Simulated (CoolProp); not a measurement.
Vapour-liquid equilibrium of R152A (1) + isobutane (2) at 0.178 MPa; x and y are mole fractions of (1).

The numbers come from the multi-fluid Helmholtz-energy mixture model, Outcalt 1996 and Bücker 2006; pair parameters Bell 2016 in CoolProp.

Task: Give the bubble temperature and the first vapour's composition at x = 0.15, 0.85, 0.95. Is there an azeotrope?

Result: x = 0.15: -8.0 °C, y = 0.413; x = 0.85: -14.2 °C, y = 0.771; x = 0.95: -12.4 °C, y = 0.889. y crosses x between x = 0.65 and 0.75: the model has an azeotrope there.

The pair parameters rest on a limited set of measurements; away from them the model extrapolates.
